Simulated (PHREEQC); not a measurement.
Synthetic water in mmol/kgw, 25 °C, pH 6.63, pe 11.6:

```
constituent           mmol/kgw
--------------------  --------
Na                        9.39
K                     7.69e-07
Ca                        0.92
Mg                        0.49
Cl                        5.93
S(6)                      1.35
Alkalinity (meq/kgw)      3.86
Pb                      0.0339
```

Valence states are taken as typed.

All values are PHREEQC results (ion-association model, phreeqc.dat), not measurements.

Precipitation was switched off in this run.

Task: Order these Ca species by the share of Ca that they hold, largest first: Ca+2, CaSO4, CaHCO3+.

Result: Ca+2 (90 %), CaSO4 (7.5 %), CaHCO3+ (2.7 %)

The pH is 6.63 and the ionic strength 0.0145 mol/kgw. The solution is supersaturated, for example in Cerussite, so a real one may precipitate; this is no full list.
